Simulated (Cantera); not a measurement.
Input: 1 mol PbO, a varied amount of H₂, held at 877 °C and 1 atm.

Cantera equilibrium calculation (NASA polynomials, part measured and part estimated; ideal gas, pure solids and liquids). Candidate condensed phases: H₂O, Pb, PbO, PbO₂, Pb₃O₄; 12 gas species. Mutual solubility and eutectic melting of coexisting phases are not modelled. Equilibrium is a limit: real reactors are often held back by kinetics, nucleation or transport.

x: gas mole fraction; n: condensed amount in mol.

```json
[
 {"n(H₂) (mol)": "0.83", "x H₂O": "0.999", "x H₂": "0.000240", "x Pb": "0.000286", "x PbO": "2.25e-5", "x H": "…", "x OH": "2.89e-8", "n Pb(l)": "0.830", "n PbO(yellow)": "0.170"},
 {"n(H₂) (mol)": "1.4", "x H₂O": "0.714", "x H₂": "0.286", "x Pb": "0.000286", "x PbO": "1.35e-8", "x H": "…", "x OH": "5.99e-10", "n Pb(l)": "1.000", "n PbO(yellow)": "0"},
 {"n(H₂) (mol)": "1.9", "x H₂O": "0.526", "x H₂": "0.474", "x Pb": "0.000286", "x PbO": "6.00e-9", "x H": "…", "x OH": "3.43e-10", "n Pb(l)": "0.999", "n PbO(yellow)": "0"},
 {"n(H₂) (mol)": "2.4", "x H₂O": "0.417", "x H₂": "0.583", "x Pb": "0.000286", "x PbO": "3.86e-9", "x H": "5.66e-8", "x OH": "2.44e-10", "n Pb(l)": "0.999", "n PbO(yellow)": "0"},
 {"n(H₂) (mol)": "2.9", "x H₂O": "0.345", "x H₂": "0.655", "x Pb": "0.000286", "x PbO": "2.84e-9", "x H": "6.00e-8", "x OH": "1.91e-10", "n Pb(l)": "0.999", "n PbO(yellow)": "0"},
 {"n(H₂) (mol)": "3.4", "x H₂O": "0.294", "x H₂": "0.706", "x Pb": "0.000286", "x PbO": "2.25e-9", "x H": "6.23e-8", "x OH": "1.57e-10", "n Pb(l)": "0.999", "n PbO(yellow)": "0"},
 {"n(H₂) (mol)": "4", "x H₂O": "0.250", "x H₂": "0.750", "x Pb": "0.000286", "x PbO": "1.80e-9", "x H": "6.42e-8", "x OH": "1.29e-10", "n Pb(l)": "0.999", "n PbO(yellow)": "0"},
 {"n(H₂) (mol)": "4.5", "x H₂O": "0.222", "x H₂": "0.778", "x Pb": "0.000286", "x PbO": "1.54e-9", "x H": "6.54e-8", "x OH": "1.13e-10", "n Pb(l)": "0.999", "n PbO(yellow)": "0"}
]
```

Question: Some entries are withheld; supply them.

Answer: 
- 0.83, x H: 1.15e-9
- 1.4, x H: 3.96e-8
- 1.9, x H: 5.10e-8
